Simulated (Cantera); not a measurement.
A Cantera script and its output.

```python
import numpy as np
import cantera as ct

gas = ct.Solution("gri30.yaml")


def delay(T, t_max=10):
    gas.TPX = T, 3800000, {'CO': 1, 'H2': 0.2, 'O2': 0.606, 'N2': 2.28}
    reactor = ct.IdealGasReactor(gas, clone=False)
    net = ct.ReactorNet([reactor])
    net.rtol, net.atol = 1e-8, 1e-16
    while net.time < t_max:
        t_old, T_old = net.time, reactor.T
        net.step()
        if reactor.T > T + 400:  # ignition: a rise of 400 K
            return t_old + (T + 400 - T_old) / (reactor.T - T_old) * (net.time - t_old)
    return np.nan


taus = []
for T in [1250, 1300, 1350, 1400, 1450, 1500, 1550, 1600, 1650, 1700]:
    taus.append(delay(T))
    print(f"T0 = {T:6g} K   tau = {taus[-1]:.4e} s")
```

Result:

```
T0 =   1250 K   tau = 2.4267e-05 s
T0 =   1300 K   tau = 1.1727e-05 s
T0 =   1350 K   tau = 5.9497e-06 s
T0 =   1400 K   tau = 3.2407e-06 s
T0 =   1450 K   tau = 1.9497e-06 s
T0 =   1500 K   tau = 1.3027e-06 s
T0 =   1550 K   tau = 9.4879e-07 s
T0 =   1600 K   tau = 7.3685e-07 s
T0 =   1650 K   tau = 5.9995e-07 s
T0 =   1700 K   tau = 5.0623e-07 s
```

Detailed kinetics in Cantera: GRI-Mech 3.0 (53 species, 325 reactions). The hydrogen kinetics of GRI-Mech 3.0 are dated; newer H2 mechanisms differ, most at raised pressure. The pressure lies above the range GRI-Mech 3.0 was tuned for (to about 10 atm). Where the delays flatten at high temperature, the 400 K rule measures the pace of heat release, not the induction time.
